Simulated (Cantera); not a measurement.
Cantera run, input and output.

```python
import numpy as np
import cantera as ct

surf = ct.Interface("ptcombust.yaml", "Pt_surf")
gas = surf.adjacent["gas"]
gas.TPX = 300, 10000, {'CH4': 0.053, 'O2': 0.095, 'N2': 0.79}
jet = ct.ImpingingJet(gas=gas, width=0.047, surface=surf)
jet.inlet.mdot, jet.inlet.T, jet.inlet.X = 0.067, 300, {'CH4': 0.053, 'O2': 0.095, 'N2': 0.79}
jet.set_refine_criteria(ratio=10, slope=0.2, curve=0.3)
show, cover = ['CH4', 'O2', 'H2O', 'OH', 'CO', 'CO2'], ["PT(S)", "H(S)", "O(S)", "OH(S)", "CO(S)", "C(S)"]

rows = []
print(f"{'Ts/K':>7s}" + "".join(f"{s:>11s}" for s in show + cover) + "   (gas at the wall, coverages)")
for i, Ts in enumerate([950, 1000, 1050, 1100, 1150, 1200]):
    jet.surface.T = Ts
    if i == 0:
        surf.TP = Ts, 10000
        surf.coverages = "PT(S):0.5, O(S):0.5"
        surf.advance_coverages(1.0)
        jet.set_initial_guess(products="inlet")
    jet.solve(loglevel=0, auto=(i == 0))
    rows.append([*(jet.X[gas.species_index(s), -1] for s in show), *surf[cover].coverages])
    print(f"{Ts:7g}" + "".join(f"{x:11.3e}" for x in rows[-1]))
```

It prints:

```
   Ts/K        CH4         O2        H2O         OH         CO        CO2      PT(S)       H(S)       O(S)      OH(S)      CO(S)       C(S)   (gas at the wall, coverages)
    950  4.367e-03  2.326e-03  9.588e-02  9.130e-10  2.310e-02  3.703e-02  7.981e-01  2.072e-04  5.897e-05  3.745e-05  1.999e-01  1.644e-03
   1000  3.663e-03  2.039e-03  9.660e-02  2.318e-09  2.511e-02  3.548e-02  8.815e-01  3.329e-04  5.057e-05  3.018e-05  1.168e-01  1.324e-03
   1050  3.317e-03  1.912e-03  9.641e-02  5.885e-09  2.554e-02  3.536e-02  9.350e-01  4.533e-04  5.107e-05  2.629e-05  6.354e-02  9.258e-04
   1100  3.179e-03  1.885e-03  9.544e-02  1.470e-08  2.478e-02  3.637e-02  9.654e-01  5.463e-04  5.817e-05  2.429e-05  3.341e-02  5.907e-04
   1150  3.146e-03  1.911e-03  9.390e-02  3.559e-08  2.320e-02  3.822e-02  9.815e-01  6.067e-04  7.161e-05  2.339e-05  1.742e-02  3.582e-04
   1200  3.166e-03  1.963e-03  9.196e-02  8.202e-08  2.108e-02  4.064e-02  9.899e-01  6.387e-04  9.249e-05  2.319e-05  9.119e-03  2.119e-04
```

Computed with Cantera and Deutschmann's 1995 Pt surface mechanism with GRI-Mech 3.0 gas chemistry. Catalytic surfaces can have several steady states; this one follows from the mechanism file's or the stated starting coverage.
